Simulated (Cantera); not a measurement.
**Pyrogenic steam for wet oxidation**

An isothermal, constant-pressure homogeneous reactor starts with 7.89 % H₂, 14.6 % O₂, 77.5 % N₂, equivalence ratio 0.27, at 850 K and 0.977 atm.

Model: GRI-Mech 3.0 (53 species, 325 reactions), integrated in Cantera. Below about 950 K walls govern HO2 and H2O2 in real vessels. The temperature is held fixed by assumption; the heat of reaction is taken as removed at once.

```json
[
 {"t (s)": "4.00e-6", "x H₂": "0.0789", "x O₂": "0.146", "x NO": "<1e-12", "x H": "<1e-12", "x HO₂": "<1e-12", "x N₂O": "<1e-12"},
 {"t (s)": "2.46e-5", "x H₂": "0.0789", "x O₂": "0.146", "x NO": "<1e-12", "x H": "<1e-12", "x HO₂": "2.97e-12", "x N₂O": "<1e-12"},
 {"t (s)": "0.000151", "x H₂": "0.0789", "x O₂": "0.146", "x NO": "<1e-12", "x H": "<1e-12", "x HO₂": "2.26e-11", "x N₂O": "<1e-12"},
 {"t (s)": "0.000928", "x H₂": "0.0789", "x O₂": "0.146", "x NO": "<1e-12", "x H": "<1e-12", "x HO₂": "1.45e-10", "x N₂O": "<1e-12"},
 {"t (s)": "0.00570", "x H₂": "0.0789", "x O₂": "0.146", "x NO": "<1e-12", "x H": "<1e-12", "x HO₂": "9.06e-10", "x N₂O": "<1e-12"},
 {"t (s)": "0.0351", "x H₂": "0.0789", "x O₂": "0.146", "x NO": "<1e-12", "x H": "<1e-12", "x HO₂": "5.85e-9", "x N₂O": "<1e-12"},
 {"t (s)": "0.215", "x H₂": "0.0789", "x O₂": "0.146", "x NO": "<1e-12", "x H": "4.91e-12", "x HO₂": "5.76e-8", "x N₂O": "<1e-12"},
 {"t (s)": "1.32", "x H₂": "0.0789", "x O₂": "0.146", "x NO": "<1e-12", "x H": "3.79e-10", "x HO₂": "1.64e-6", "x N₂O": "3.82e-12"},
 {"t (s)": "8.14", "x H₂": "0.0620", "x O₂": "0.138", "x NO": "<1e-12", "x H": "1.90e-8", "x HO₂": "1.34e-5", "x N₂O": "9.24e-10"},
 {"t (s)": "50.0", "x H₂": "0.00105", "x O₂": "0.112", "x NO": "<1e-12", "x H": "3.01e-10", "x HO₂": "1.88e-6", "x N₂O": "9.88e-9"}
]
```
x: mole fraction; the columns are a selection and need not sum to one.

Equilibrium at this temperature and pressure: H₂ <1e-12, O₂ 0.111, NO 3.33e-6, H <1e-12, HO₂ 3.11e-11, N₂O 3.32e-10 (gas phase only).
